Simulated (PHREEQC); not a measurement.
## Acid mine or pickling water (model solution)

A made-up water analysis in mg/L, 25 °C, pH 1.91, pe 10.6: Na 1100; K 30.4; Ca 183; Mg 11.4; Cl 770; S(6) as SO4 3080; Zn 7.76.

Valence states are taken as typed.

Computed with PHREEQC (ion-association model, phreeqc.dat).

Each row changes one thing in this solution. This is a speciation only: nothing precipitates in the calculation.

```
case                                               ionic strength (mol/kgw)  Na+ (mol/kgw)  SO4-2 (mol/kgw)  HSO4- (mol/kgw)  NaSO4- (mol/kgw)  CaSO4 (mol/kgw)  SI of Gypsum (CaSO4:2H2O)  SI of Halite (NaCl)
-------------------------------------------------  ------------------------  -------------  ---------------  ---------------  ----------------  ---------------  -------------------------  -------------------
as made                                                              0.0911         0.0465           0.0181           0.0106           0.00162          0.00145                      -0.50                -4.78
Na from 1100 to 550 mg/L                                             0.0794         0.0232           0.0183           0.0111          0.000850          0.00154                      -0.47                -5.07
temperature from 25 to 65 °C at the same typed pH                    0.0818              …                …           0.0177                 …          0.00118                      -0.61                -4.81
```

### Question
Complete the blanks.

### Answer

- temperature from 25 to 65 °C at the same typed pH, Na+ (mol/kgw): 0.0469
- temperature from 25 to 65 °C at the same typed pH, SO4-2 (mol/kgw): 0.0115
- temperature from 25 to 65 °C at the same typed pH, NaSO4- (mol/kgw): 0.00125

Species that the database lacks are ignored. Constants without temperature data keep their 25 °C values here.
